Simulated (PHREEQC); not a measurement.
Consider water at 65 °C with 0.0011 mol/kgw HCl and 7.6e-05 mol/kgw FeSO4. Closed to the air; pH follows from the charge balance.

Model: Pitzer model, pitzer.dat, run in PHREEQC.

```
Quantity                       Result
--------------------  ---------------
pH                               2.98
ionic strength        0.00137 mol/kgw
specific conductance        958 µS/cm
osmotic coefficient             0.983
total alkalinity         -1.10 meq/kg
```

| species | molality | activity | log γ |
|---|---|---|---|
| Cl- | 0.00110 | 0.00105 | -0.019 |
| H+ | 0.00108 | 0.00104 | -0.019 |
| Fe+2 | 7.60e-5 | 6.31e-5 | -0.081 |
| SO4-2 | 5.95e-5 | 4.91e-5 | -0.083 |
| HSO4- | 1.65e-5 | 1.58e-5 | -0.019 |

Precipitation was switched off in this run. Species that the database lacks are ignored. At this temperature some constants are extrapolated from 25 °C, and those without enthalpy data are left unchanged.
